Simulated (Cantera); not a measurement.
Feed: 1 mol Fe₂O₃, 0.12 mol H₂S, 0.45 mol H₂O, at 1650 K and 10.0 mbar.

Method: chemical equilibrium by Gibbs-energy minimisation in Cantera with the NASA 1993 tables (ideal gas, pure condensed phases). Candidate condensed phases: Fe, FeO, Fe(OH)₂, Fe(OH)₃, FeS, FeSO₄, FeS₂, Fe₂O₃, Fe₂(SO₄)₃, Fe₃O₄, H₂O, H₂SO₄, S; 22 gas species. Mutual solubility and eutectic melting of coexisting phases are not modelled. The tables' stoichiometric FeO is somewhat more stable than real wüstite, so its field is too wide. FeO: taken at fixed stoichiometry. Equilibrium is a limit: real reactors are often held back by kinetics, nucleation or transport.

Base state: H₂O 0.813, SO₂ 0.173, H₂ 0.0122, SO 0.000704, OH 0.000302, H 0.000101, O₂ 6.08e-5, Fe(OH)₂ 4.64e-5 (mole fractions); condensed: FeO(l) + Fe₃O₄(s).

What changes in the equilibrium state with this change: temperature from 1650 K to 1850 K?


```tsv
species	before	after
H₂O	0.813	0.801
SO₂	0.173	0.170
O₂	6.08e-5	0.0180
H₂	0.0122	0.00506
Fe(OH)₂	4.64e-5	0.000152
O	2.02e-6	0.000259
FeO	9.22e-7	3.62e-5
OH	0.000302	0.00449
Fe	1.94e-6	1.69e-5
SO₃	2.52e-6	2.02e-5
FeO(l), mol	0.0536	0.149
Fe₃O₄(s), mol	0.649	0.617
```
